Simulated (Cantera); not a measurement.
## Ignition delay

Mixture: 5.19 % CH₄, 0.213 % C₂H₆, 19.9 % O₂, 74.7 % N₂, at 36000 Pa, adiabatic and at constant pressure. Ignition delay is the time to a rise of 400 K.

Cantera simulation using GRI-Mech 3.0 (53 species, 325 reactions); the numbers are that mechanism's predictions, not measurements.

```json
[
 {"T0 (K)": "1198", "delay (ms)": "26.1"},
 {"T0 (K)": "1273", "delay (ms)": "9.60"},
 {"T0 (K)": "1348", "delay (ms)": "3.79"},
 {"T0 (K)": "1423", "delay (ms)": "1.65"},
 {"T0 (K)": "1498", "delay (ms)": "0.802"},
 {"T0 (K)": "1573", "delay (ms)": "0.436"}
]
```

```yaml
apparent activation energy between 1423 and 1573 K: 170 kJ/mol
```
